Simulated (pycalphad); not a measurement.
CALPHAD calculation (pycalphad, COST 507 light-alloy database (1999)), 1 atm. These are 1990s assessments: newer ones move some temperatures and phases. Phase fractions are per mole of atoms.

Question: Give the equilibrium state of Al-1.543C (wt.%) at 1450 K.

Answer: liquid, fraction 0.921, with <0.01 C wt.%; AL4C3, fraction 0.079, with 25.0 C wt.%.

Question: Give the equilibrium state of Al-1.543C (wt.%) at 550 K.

Answer: fcc, fraction 0.921, with <0.01 C wt.%; AL4C3, fraction 0.079, with 25.0 C wt.%.

Database names, with the compositions (at.%) that they take in these runs: AL4C3: Al 57 C 43.
